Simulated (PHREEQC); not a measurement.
1 kg of water holding 0.63 mol NaHCO3, 0.057 mol Na2CO3, 0.6 mol KCl, 0.13 mol NaCl and 0.025 mol Na2SO4 is evaporated at 25 °C; the solids stay in contact with the brine. CO2 is held at log p = -3.4 (atm). Only these solids could form: Arcanite, Burkeite, Glaserite, Halite, Kalicinite, Mirabilite, Misenite, Nahcolite, Natron, Sylvite, Thenardite, Trona.

The numbers come from PHREEQC with the Pitzer model, pitzer.dat.

```tsv
water left (kg)	ionic strength	water activity	Sylvite (mol)	Trona (mol)	Glaserite (mol)
1.005	1.85	0.960	0	0	0
0.8266	2.26	0.952	0	0	0
0.6803	2.75	0.941	0	0	0
0.5601	3.35	0.929	0	0	0
0.38	4.96	0.892	0	0	0
0.3133	6.02	0.865	0	0	0
0.2584	7.31	0.831	0	0	0
0.2133	8.86	0.786	0	0	0
0.1734	9.24	0.760	0	0.0657	0
0.1411	9.16	0.758	0.115	0.107	0.00190
0.1147	9.06	0.756	0.214	0.141	0.00351
0.07504	8.86	0.750	0.360	0.190	0.00586
0.06038	8.77	0.743	0.414	0.207	0.00667
0.04838	8.74	0.732	0.457	0.221	0.00726
0.03853	8.82	0.715	0.492	0.231	0.00765
```

Trona from water left = 0.1734 kg (pH 10.18); Glaserite from water left = 0.1411 kg (pH 10.16); Sylvite from water left = 0.1411 kg (pH 10.16).
